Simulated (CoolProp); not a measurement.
A simple Rankine cycle with tetrahydrofuran: condensing at 321.15 K, boiler at 0.719 MPa, turbine inlet 420.2 K, turbine efficiency 0.8, pump efficiency 0.7, no recuperator. Each further row changes one setting.

The numbers come from the reference Helmholtz-energy equation of state, Fiedler 2023 in CoolProp.

| case | thermal efficiency (%) | net work (kJ/kg) | heat in (kJ/kg) | turbine exit temperature (K) | volume ratio over the turbine |
|---|---|---|---|---|---|
| as stated | 15.3 | 83.7 | 548 | 349.7 | 12.2 |
| turbine inlet 440.2 K | 15.3 | 89.2 | 582 | 371.0 | 12.2 |
| condensing temperature 313.15 K | [?] | 92.8 | 563 | 342.2 | [?] |
| boiler pressure 0.503 MPa | [?] | 74.8 | 554 | 361.1 | 8.47 |
| turbine efficiency 0.7 | 13.3 | 73.1 | 548 | 357.8 | 12.5 |

Problem. Some entries are withheld; supply them.

Solution. 
- condensing temperature 313.15 K, thermal efficiency (%): 16.5
- condensing temperature 313.15 K, volume ratio over the turbine: 16.2
- boiler pressure 0.503 MPa, thermal efficiency (%): 13.5
